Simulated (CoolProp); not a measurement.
A Linde-Hampson liquefier for CF4 (R14): isothermal reversible compression at 280 K from 1 atm to 5 MPa, throttling to 1 atm, return gas leaving the recuperator 2 K below the feed. Each further row changes one setting.

Model: reference Helmholtz-energy equation of state, Platzer 1990, in CoolProp. This equation is an older, rougher fit; its heat capacities, sound speeds and derivatives of the liquid may be far off and weren't checked against measurements.

```json
[
 {"case": "as stated", "liquid yield per pass": "?", "compression work (kJ/kg of gas)": "97.0"},
 {"case": "high pressure 10 MPa", "liquid yield per pass": "0.243", "compression work (kJ/kg of gas)": "?"},
 {"case": "warm-end temperature 310 K", "liquid yield per pass": "0.074", "compression work (kJ/kg of gas)": "110"},
 {"case": "warm-end gap 7 K", "liquid yield per pass": "?", "compression work (kJ/kg of gas)": "97.0"}
]
```

Problem. Complete the blanks.

Solution. 
- as stated, liquid yield per pass: 0.109
- high pressure 10 MPa, compression work (kJ/kg of gas): 109
- warm-end gap 7 K, liquid yield per pass: 0.095
